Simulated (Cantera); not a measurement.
# Adiabatic ignition

An adiabatic, constant-volume homogeneous reactor starts with 10.2 % CH3OH, 17.2 % O2, 64.7 % N2, 7.86 % H2O, at 1723 K and 15800 Torr.

Detailed kinetics in Cantera: GRI-Mech 3.0 (53 species, 325 reactions). GRI-Mech 3.0 was tuned for natural gas; its chemistry of methanol as a main component is partial and can be far from experiment. The pressure lies above the range GRI-Mech 3.0 was tuned for (to about 10 atm). Above 3000 K some thermodynamic fits are extrapolated.

```json
[
 {"t (s)": "2.00e-6", "T (K)": "2162", "P (bar)": "29.4", "x CH3OH": "0.00915", "x O2": "0.109", "x H2O": "0.152", "x C2H": "8.56e-10", "x CH2": "1.07e-5", "x CH2O": "0.0176"},
 {"t (s)": "6.59e-6", "T (K)": "3108", "P (bar)": "41.1", "x CH3OH": "<1e-12", "x O2": "0.0302", "x H2O": "0.233", "x C2H": "<1e-12", "x CH2": "<1e-12", "x CH2O": "6.41e-9"},
 {"t (s)": "2.17e-5", "T (K)": "3097", "P (bar)": "41.0", "x CH3OH": "<1e-12", "x O2": "0.0276", "x H2O": "0.233", "x C2H": "<1e-12", "x CH2": "<1e-12", "x CH2O": "6.51e-9"},
 {"t (s)": "7.17e-5", "T (K)": "3085", "P (bar)": "40.8", "x CH3OH": "<1e-12", "x O2": "0.0251", "x H2O": "0.233", "x C2H": "<1e-12", "x CH2": "<1e-12", "x CH2O": "6.62e-9"},
 {"t (s)": "0.000236", "T (K)": "3084", "P (bar)": "40.8", "x CH3OH": "<1e-12", "x O2": "0.0248", "x H2O": "0.233", "x C2H": "<1e-12", "x CH2": "<1e-12", "x CH2O": "6.64e-9"},
 {"t (s)": "0.000779", "T (K)": "3084", "P (bar)": "40.8", "x CH3OH": "<1e-12", "x O2": "0.0248", "x H2O": "0.233", "x C2H": "<1e-12", "x CH2": "<1e-12", "x CH2O": "6.64e-9"},
 {"t (s)": "0.00257", "T (K)": "3084", "P (bar)": "40.8", "x CH3OH": "<1e-12", "x O2": "0.0248", "x H2O": "0.233", "x C2H": "<1e-12", "x CH2": "<1e-12", "x CH2O": "6.64e-9"},
 {"t (s)": "0.00847", "T (K)": "3084", "P (bar)": "40.8", "x CH3OH": "<1e-12", "x O2": "0.0248", "x H2O": "0.233", "x C2H": "<1e-12", "x CH2": "<1e-12", "x CH2O": "6.64e-9"},
 {"t (s)": "0.0279", "T (K)": "3084", "P (bar)": "40.8", "x CH3OH": "<1e-12", "x O2": "0.0248", "x H2O": "0.233", "x C2H": "<1e-12", "x CH2": "<1e-12", "x CH2O": "6.64e-9"},
 {"t (s)": "0.0920", "T (K)": "3084", "P (bar)": "40.8", "x CH3OH": "<1e-12", "x O2": "0.0248", "x H2O": "0.233", "x C2H": "<1e-12", "x CH2": "<1e-12", "x CH2O": "6.64e-9"},
 {"t (s)": "0.303", "T (K)": "3084", "P (bar)": "40.8", "x CH3OH": "<1e-12", "x O2": "0.0248", "x H2O": "0.233", "x C2H": "<1e-12", "x CH2": "<1e-12", "x CH2O": "6.64e-9"},
 {"t (s)": "1.00", "T (K)": "3084", "P (bar)": "40.8", "x CH3OH": "<1e-12", "x O2": "0.0248", "x H2O": "0.233", "x C2H": "<1e-12", "x CH2": "<1e-12", "x CH2O": "6.64e-9"}
]
```
x: mole fraction; the columns are a selection and need not sum to one.

```yaml
time_of_steepest_temperature_rise: 2.12 µs
temperature at 1.00 s: 3084 K
equilibrium_temperature: 3084 K
x(CH3OH) at 1.00 s: <1e-12 (gas-phase equilibrium <1e-12)
x(O2) at 1.00 s: 0.0248 (gas-phase equilibrium 0.0248)
x(H2O) at 1.00 s: 0.233 (gas-phase equilibrium 0.233)
```
